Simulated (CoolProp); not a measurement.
Vapour-liquid equilibrium of benzene (1) + o-xylene (2) at 80.75 °C; x and y are mole fractions of (1).

Computed with CoolProp (multi-fluid Helmholtz-energy mixture model, Thol 2012 and Zhou 2012; pair parameters Bell 2016).

### Question
Give the bubble pressure and the first vapour's composition at x = 0.5, 0.65, 0.8. Is there an azeotrope?

### Answer
x = 0.5: 0.06301 MPa, y = 0.898; x = 0.65: 0.07620 MPa, y = 0.938; x = 0.8: 0.08776 MPa, y = 0.965. No azeotrope shows between x = 0.05 and 0.95.

Pair parameters are fitted to limited data, so mixtures are less certain than the pure fluids. The gap from Raoult's law changes sign with composition, which may be real or a fault of the pair parameters; it wasn't checked against measurements.
